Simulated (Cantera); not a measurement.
Feed: 1 mol SiCl₄, 0.0061 mol C₂H₂, 2000 mol H₂, 0.44 mol C₃H₈, equilibrated at 0.00330 bar.

Equilibrium computed with Cantera from the NASA thermochemical tables; the gas is ideal and each condensed phase is pure. Candidate condensed phases: C, C₆H₆, C₇H₈, C₈H₁₈, Si, SiC; 109 gas species. Rates play no part.

Problem. Which condensed phases are stable at each of these points (T (°C)): 727, 827, 927, 1027, 1127, 1227, 1327, 1427, 1527, 1627, 1727, 1827?

Solution. 
| T (°C) | condensed phases | Si condensed (%) |
|---|---|---|
| 727 | SiC(s) | 100.0 |
| 827 | C(graphite) + SiC(s) | 100.0 |
| 927 | C(graphite) + SiC(s) | 100.0 |
| 1027 | C(graphite) + SiC(s) | 100.0 |
| 1127 | C(graphite) + SiC(s) | 100.0 |
| 1227 | C(graphite) + SiC(s) | 100.0 |
| 1327 | C(graphite) + SiC(s) | 99.9 |
| 1427 | C(graphite) + SiC(s) | 99.2 |
| 1527 | SiC(s) | 92.9 |
| 1627 | SiC(s) | 54.7 |
| 1727 | gas only | 0.0 |
| 1827 | gas only | 0.0 |

At 727 °C the condensed part is SiC(s). From 827 °C to 1427 °C the condensed part is C(graphite) + SiC(s). From 1527 °C to 1627 °C the condensed part is SiC(s). From 1727 °C to 1827 °C nothing is condensed.
